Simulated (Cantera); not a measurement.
PbO + CO + N2 (iron carbonyl, mercury and lead vapours)

A closed system holds: 1 mol PbO, 0.13 mol CO, a varied amount of N2, equilibrated at 0.000270 bar.

Equilibrium computed with Cantera from the NASA thermochemical tables; the gas is ideal and each condensed phase is pure. Candidate condensed phases: C, Pb, PbO, PbO2, Pb3O4; 27 gas species. Kinetics and transport are ignored.

Stable condensed phases:

```
T in K \ n(N2) in mol
          0.7 0.99  1.4    2  2.8    4  5.6    8   11   16   23   32   45
   1348     A    A    A    A    A    A    A    A    A    A    A    A    A
   1323     A    A    A    A    A    A    A    A    A    A    A    A    A
   1298     A    A    A    A    A    A    A    A    A    A    A    A    A
   1273     A    A    A    A    A    A    A    A    A    A    A    A    A
   1248     A    A    A    A    A    A    A    A    A    A    A    A    A
   1223     B    A    A    A    A    A    A    A    A    A    A    A    A
   1198     B    B    B    B    A    A    A    A    A    A    A    A    A
   1173     B    B    B    B    B    B    A    A    A    A    A    A    A
   1148     B    B    B    B    B    B    B    B    A    A    A    A    A
```

A: gas only; B: PbO.
